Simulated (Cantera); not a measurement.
# CH3F + H2 + F2 (fluorocarbon and chlorocarbon gases)

Input: 1 mol CH3F, 1.9 mol H2, 0.093 mol F2, at 2.70 mbar.

Method: chemical equilibrium by Gibbs-energy minimisation in Cantera with the NASA 1993 tables (ideal gas, pure condensed phases). Candidate condensed phases: C, C6H6, C7H8, C8H18; 95 gas species. Rates play no part.

```
T (K)  log p H  log p H2  log p HF  log p F  log p C  log p C3  n C(graphite)
-----  -------  --------  --------  -------  -------  --------  -------------
1875     -4.55     -2.73     -3.10    -8.54   -11.76    -11.99          0.998
2075     -3.95     -2.74     -3.11    -7.57    -9.84     -9.78          0.993
2275     -3.47     -2.80     -3.12    -6.76    -8.26     -7.98          0.980
2475     -3.11     -2.91     -3.16    -6.06    -6.93     -6.47          0.955
2675     -2.86     -3.15     -3.23    -5.43    -5.80     -5.20          0.882
2875     -2.75     -3.54     -3.31    -4.83    -4.83     -4.11          0.253
3075     -2.70     -4.00     -3.41    -4.26    -4.29     -4.05              0
3275     -2.69     -4.45     -3.58    -3.83    -3.90     -4.28              0
```
log p: log10 of the partial pressure in bar; n: condensed amount in mol.

From 1875 K to 2875 K the condensed part is C(graphite). From 3075 K to 3275 K nothing is condensed. The main C-bearing gas is C2H2 (acetylene) at 1875 K and C3 at 3275 K.
